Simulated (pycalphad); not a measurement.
CALPHAD calculation (pycalphad, COST 507 light-alloy database (1999)), 1 atm. The database dates from 1999; later assessments differ in places, in temperatures and in the compounds included. Kinetics are ignored, which matters at the lower temperatures.

Molar enthalpy of Zr-1.31Si (at.%) in equilibrium (SER reference):

| T (K) | H (kJ/mol) | phases |
|---|---|---|
| 2800 | 107.35 | liquid |
| 2600 | 98.96 | liquid |
| 2400 | 90.58 | liquid |
| 2300 | 86.38 | liquid |
| 2200 | 82.19 | liquid |
| 2000 | 59.66 | bcc + liquid |
| 1800 | 45.91 | bcc + SIZR3 |
| 1700 | 42.70 | bcc + SIZR3 |
| 1600 | 39.58 | bcc + SIZR3 |
| 1400 | 33.56 | bcc + SIZR3 |
| 1200 | 27.78 | bcc + SIZR3 |
| 1000 | 17.53 | hcp + SIZR3 |
| 800 | 11.16 | hcp + SIZR3 |
| 600 | 5.14 | hcp + SIZR3 |

Cooling from 2200 K to 1800 K, across the freezing range, releases 36.3 kJ/mol, or 401 J/g. The slope is 42 J/(mol K) in the liquid and 32 J/(mol K) just below the solidus, where it includes any heat of precipitation. Liquidus 2100 K, solidus 1814 K. Changes were sought between steps of 100 K, so a narrower field can be missed.

Database names, with the compositions (at.%) that they take in these runs: SIZR3: Zr 75 Si 25.
